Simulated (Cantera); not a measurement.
## Gas activation for diamond growth

An isothermal, constant-pressure homogeneous reactor starts with CH4 : H2 : H = 0.015 : 1 : 0.039 (molar parts), at 2100 K and 10.00 Torr.

Computed with Cantera and GRI-Mech 3.0 (53 species, 325 reactions). GRI-Mech 3.0 stops at C3 and has no aromatics, soot or wall deposition, so with more carbon than oxygen in the feed, carbon stays in small species such as C2H2 where larger ones or solid carbon would form. Radical loss at walls, strong at low pressure, is not modelled.

```
t (s)        x CH4   x H2     x H     x CH3    x C2H4     x C2H    x C2H6
--------  --------  -----  ------  --------  --------  --------  --------
5.00e-6     0.0123  0.951  0.0351   0.00191   1.84e-7  8.79e-12   2.03e-8
1.52e-5     0.0102  0.953  0.0329   0.00393   4.27e-6  9.04e-10   3.01e-7
4.60e-5    0.00870  0.955  0.0313   0.00521   4.37e-5   2.55e-8   1.15e-6
0.000140   0.00821  0.956  0.0305   0.00500  0.000117   2.38e-7   1.19e-6
0.000423   0.00731  0.958  0.0288   0.00420  0.000103   9.04e-7   9.06e-7
0.00128    0.00561  0.963  0.0260   0.00290   5.67e-5   1.90e-6   4.93e-7
0.00389    0.00350  0.967  0.0229   0.00159   2.02e-5   2.74e-6   1.74e-7
0.0118     0.00176  0.971  0.0208  0.000730   5.07e-6   3.22e-6   4.08e-8
0.0358    0.000721  0.972  0.0202  0.000291   1.20e-6   3.53e-6   6.70e-9
0.109     0.000247  0.972  0.0208  0.000102   5.23e-7   3.81e-6  8.04e-10
0.330      7.35e-5  0.971  0.0223   3.28e-5   4.18e-7   4.16e-6  7.58e-11
1.00       2.10e-5  0.968  0.0247   1.04e-5   3.80e-7   4.63e-6  6.93e-12
```
x: mole fraction; the columns are a selection and need not sum to one.

Equilibrium at this temperature and pressure: CH4 9.18e-6, H2 0.966, H 0.0267, CH3 4.92e-6, C2H4 3.57e-7, C2H 5.02e-6, C2H6 1.56e-12 (gas phase only).
